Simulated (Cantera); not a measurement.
Feed: 1 mol SiC, 0.9 mol O2, 36 mol H2, held at 39.0 mbar.

Cantera equilibrium calculation (NASA polynomials, part measured and part estimated; ideal gas, pure solids and liquids). Candidate condensed phases: C, C6H6, C7H8, C8H18, H2O, Si, SiC, SiO2; 123 gas species. Mutual solubility and eutectic melting of coexisting phases are not modelled. The tables hold silica as quartz up to 1696 K and as liquid above; real silica turns to tridymite and cristobalite and melts near 1996 K. Gases not in the tables: Si2H6 and higher silanes. The numbers say what is thermodynamically allowed, not how fast it happens.

Q: Which condensed phases are stable at each of these points (T (°C)): 850, 1000, 1150, 1300, 1450, 1600, 1750, 1900?

A: 
| T (°C) | condensed phases | Si condensed (%) |
|---|---|---|
| 850 | C(graphite) + SiC(s) + SiO2(β-quartz) | 100.0 |
| 1000 | C(graphite) + SiC(s) + SiO2(β-quartz) | 100.0 |
| 1150 | SiC(s) + SiO2(β-quartz) | 98.3 |
| 1300 | SiC(s) + SiO2(β-quartz) | 26.0 |
| 1450 | SiC(s) | 10.0 |
| 1600 | SiC(s) | 9.7 |
| 1750 | SiC(s) | 7.8 |
| 1900 | gas only | 0.0 |

From 850 °C to 1000 °C the condensed part is C(graphite) + SiC(s) + SiO2(β-quartz). From 1150 °C to 1300 °C the condensed part is SiC(s) + SiO2(β-quartz). From 1450 °C to 1750 °C the condensed part is SiC(s). At 1900 °C nothing is condensed.
